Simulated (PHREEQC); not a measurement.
Dissolve 0.028 mol/kgw NaHSO4 and 0.064 mol/kgw K2HPO4 at 20 °C. Closed to the air; pH follows from the charge balance.

Model: ion-association model, wateq4f.dat, run in PHREEQC.

No solid was allowed to form.

Problem. Order these K species by the share of K that they hold, largest first: KHPO4-, KSO4-, K+.

Solution. K+ (94 %), KSO4- (3.8 %), KHPO4- (1.7 %)

The pH is 6.90 and the ionic strength 0.203 mol/kgw. H3PO4, which wateq4f.dat lacks, is added to it with the constant of phreeqc.dat.
